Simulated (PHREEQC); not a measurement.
Consider water at 25 °C with 0.0017 mol CuSO4 and 0.000114 mol H2SO4 per kg of water. Closed to the air; pH follows from the charge balance.

The numbers come from PHREEQC with the ion-association model, phreeqc.dat.

No solid was allowed to form.

**Question.** Predict the pH, ionic strength, specific conductance.

**Answer.** pH 3.72; ionic strength 0.00613 mol/kgw; specific conductance 434 µS/cm.

**Question.** In which forms is S present?

**Answer.** SO4-2 85 %, CuSO4 13 %, HSO4- 1.2 % of the S.
